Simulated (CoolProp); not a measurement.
Vapour pressure (MPa) of n-perfluorobutane: the reference equation beside estimates from Tc = 386.3 K, pc = 2.322 MPa, ω = 0.372.

Values from CoolProp's reference Helmholtz-energy equation of state, Gao 2022.

```csv
T (K),reference,Lee-Kesler,van der Waals,Redlich-Kwong,Peng-Robinson
204.6,0.002248,0.002299,0.09433,0.01125,0.002525
215.6,0.005186,0.005232,0.1311,0.02130,0.005606
226.7,0.01088,0.01090,0.1772,0.03751,0.01144
237.7,0.02085,0.02082,0.2329,0.06163,0.02147
248.8,0.03737,0.03731,0.3000,0.09636,0.03794
259.8,0.06273,0.06269,0.3782,0.1434,0.06308
270.9,0.1004,0.1005,0.4697,0.2061,0.1004
281.9,0.1532,0.1536,0.5735,0.2856,0.1527
292.9,0.2250,0.2259,0.6912,0.3848,0.2241
304,0.3210,0.3225,0.8245,0.5073,0.3199
315,0.4439,0.4460,0.9717,0.6529,0.4432
```

Absolute difference from the reference over all 11 rows, mean and median: Lee-Kesler 0.5 and 0.3 %, van der Waals 1036.4 and 502.9 %, Redlich-Kwong 164.2 and 128.6 %, Peng-Robinson 2.9 and 0.6 %.
